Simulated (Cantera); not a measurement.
Mixture: C₃H₈ : O₂ : N₂ : H₂O = 1 : 2.63 : 9.89 : 3.4 (molar parts), equivalence ratio 1.9, at 2300000 Pa, adiabatic and at constant volume. Ignition delay is the time to a rise of 400 K.

Computed with Cantera and GRI-Mech 3.0 (53 species, 325 reactions). GRI-Mech 3.0 was tuned for natural gas; its chemistry of propane as a main component is partial and can be far from experiment. The pressure lies above the range GRI-Mech 3.0 was tuned for (to about 10 atm).

**Question.** What does this change do: C3H8 1 to 0.66 parts?

**Answer.** 
| quantity | before | after |
|---|---|---|
| delay at 1275 K | 0.264 ms | 0.247 ms |
| delay at 1325 K | 0.124 ms | 0.117 ms |
| delay at 1375 K | 61.4 µs | 58.1 µs |
| delay at 1425 K | 32.1 µs | 30.5 µs |
| delay at 1475 K | 17.7 µs | 16.9 µs |
| delay at 1525 K | 10.4 µs | 9.86 µs |
| delay at 1575 K | 6.40 µs | 6.08 µs |
| apparent activation energy between 1475 and 1575 K | 200 kJ/mol | 200 kJ/mol |

**Question.** What does this change do: pressure from 2300000 Pa to 40000 Pa?

**Answer.** 
| quantity | before | after |
|---|---|---|
| delay at 1275 K | 0.264 ms | 3.27 ms |
| delay at 1325 K | 0.124 ms | 1.50 ms |
| delay at 1375 K | 61.4 µs | 0.750 ms |
| delay at 1425 K | 32.1 µs | 0.410 ms |
| delay at 1475 K | 17.7 µs | 0.242 ms |
| delay at 1525 K | 10.4 µs | 0.153 ms |
| delay at 1575 K | 6.40 µs | 0.103 ms |
| apparent activation energy between 1475 and 1575 K | 200 kJ/mol | 160 kJ/mol |
